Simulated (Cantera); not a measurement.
An isothermal plug-flow reactor at 675 K and 42000 Pa (inlet), inlet velocity 0.14 m/s, active area per volume 290 1/m; feed H2 : O2 : N2 : H2O = 0.01 : 0.057 : 0.79 : 0.035 (molar parts).

Cantera simulation using Deutschmann's 1995 Pt surface mechanism with GRI-Mech 3.0 gas chemistry; the numbers are that mechanism's predictions, not measurements. Catalytic surfaces can have several steady states; this one follows from the mechanism file's or the stated starting coverage. Mass transfer to the wall is taken as infinitely fast.

### Question
What does this change do: area per volume 290 to 64 1/m?

### Answer
```csv
quantity,before,after
x(H2) at z = 0.0054 m,1.90e-5,0.000367
x(O2) at z = 0.0054 m,0.0586,0.0588
x(H2O) at z = 0.0054 m,0.0507,0.0504
θ(free Pt) at the exit,0.00936,0.0157
θ(O*) at the exit,0.987,0.980
θ(OH*) at the exit,0.00327,0.00422
```

### Question
What does this change do: inlet velocity 0.14 to 0.43 m/s?

### Answer
| quantity | before | after |
|---|---|---|
| x(H2) at z = 0.0054 m | 1.90e-5 | 0.000219 |
| x(O2) at z = 0.0054 m | 0.0586 | 0.0587 |
| x(H2O) at z = 0.0054 m | 0.0507 | 0.0505 |
| θ(free Pt) at the exit | 0.00936 | 0.0127 |
| θ(O*) at the exit | 0.987 | 0.983 |
| θ(OH*) at the exit | 0.00327 | 0.00380 |
